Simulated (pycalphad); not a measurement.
An equivalent pycalphad script:

```python
from pycalphad import Database, equilibrium, calculate, variables as v
import numpy as np
db = Database('COST507.tdb')
comps = ['FE', 'SI', 'VA']
phases = ['BCC_B2', 'DIAMOND_A4', 'FCC_A1', 'FE2SI', 'FE5SI3', 'FESI', 'FESI2_H', 'FESI2_L', 'LIQUID']
eq = equilibrium(db, comps, phases, {v.X('SI'): 0.0245, v.T: np.arange(2250, 499, -75), v.P: 101325, v.N: 1}, output=['HM', 'SM'])
```

CALPHAD calculation (pycalphad, COST 507 light-alloy database (1999)), 1 atm. The database dates from 1999; later assessments differ in places, in temperatures and in the compounds included. Amounts are mole fractions of atoms. Diffusion is slow at the low end, where real alloys seldom reach equilibrium.

Results at three of the temperatures:

```
T = 2250.00 K, P = 101325 Pa, N = 1 mol of atoms
G = -157564 J/mol, H = 88742 J/mol, S = 109.47 J/(mol K)  (SER reference)
chemical potentials (J/mol): Fe -154762, Si -269109
phase             fraction      x(Fe)      x(Si)
LIQUID              1.0000     0.9755     0.0245
```

```
T = 1875.00 K, P = 101325 Pa, N = 1 mol of atoms
G = -118022 J/mol, H = 71665 J/mol, S = 101.17 J/(mol K)  (SER reference)
chemical potentials (J/mol): Fe -115069, Si -235615
phase             fraction      x(Fe)      x(Si)
LIQUID              1.0000     0.9755     0.0245
```

```
T = 1500.00 K, P = 101325 Pa, N = 1 mol of atoms
G = -83999 J/mol, H = 42302 J/mol, S = 84.20 J/(mol K)  (SER reference)
chemical potentials (J/mol): Fe -81125, Si -198439
phase             fraction      x(Fe)      x(Si)
FCC_A1              1.0000     0.9755     0.0245
```

Changes of the phase set, refined by bisection:

| T (°C) | phases above | phases below |
|---|---|---|
| 1518.1 | liquid | bcc + liquid |
| 1507.5 | bcc + liquid | bcc |
| 1310.5 | bcc | bcc + fcc |
| 1297.1 | bcc + fcc | fcc |
| 1038.9 | fcc | bcc + fcc |
| 1011.1 | bcc + fcc | bcc |

FCC_A1 is fcc.
